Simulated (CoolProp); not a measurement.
Properties of ethylene along the isotherm 76.75 °C (Tc = 9.2 °C, pc = 5.042 MPa, ω = 0.087).

Computed with CoolProp (reference Helmholtz-energy equation of state, Smukala 2000).

| p (MPa) | phase | density (kg/m³) | cv (kJ/(kg K)) | Joule-Thomson coefficient (K/MPa) | expansivity (1/kK) | fugacity coefficient |
|---|---|---|---|---|---|---|
| 0.788 | gas | 7.810 | 1.424 | 6.832 | 3.126 | 0.9735 |
| 1.58 | gas | 16.12 | 1.436 | 6.878 | 3.434 | 0.9473 |
| 2.36 | gas | 24.81 | 1.448 | 6.911 | 3.781 | 0.9219 |
| 3.15 | gas | 34.18 | 1.461 | 6.929 | 4.185 | 0.8966 |
| 3.94 | gas | 44.22 | 1.475 | 6.925 | 4.653 | 0.8718 |
| 4.73 | gas | 55.00 | 1.489 | 6.890 | 5.193 | 0.8474 |
| 5.51 | supercritical | 66.46 | 1.504 | 6.819 | 5.808 | 0.8238 |
| 6.3 | supercritical | 78.98 | 1.519 | 6.698 | 6.519 | 0.8004 |
| 7.09 | supercritical | 92.52 | 1.535 | 6.519 | 7.318 | 0.7775 |
| 7.88 | supercritical | 107.1 | 1.550 | 6.272 | 8.186 | 0.7552 |
| 8.67 | supercritical | 122.7 | 1.564 | 5.953 | 9.075 | 0.7335 |
| 9.45 | supercritical | 139.1 | 1.576 | 5.569 | 9.892 | 0.7128 |
| 10.2 | supercritical | 155.3 | 1.586 | 5.144 | 10.52 | 0.6937 |
| 11 | supercritical | 172.8 | 1.593 | 4.655 | 10.93 | 0.6743 |
| 11.8 | supercritical | 190.0 | 1.597 | 4.157 | 11.01 | 0.6559 |
| 12.6 | supercritical | 206.4 | 1.599 | 3.678 | 10.78 | 0.6386 |
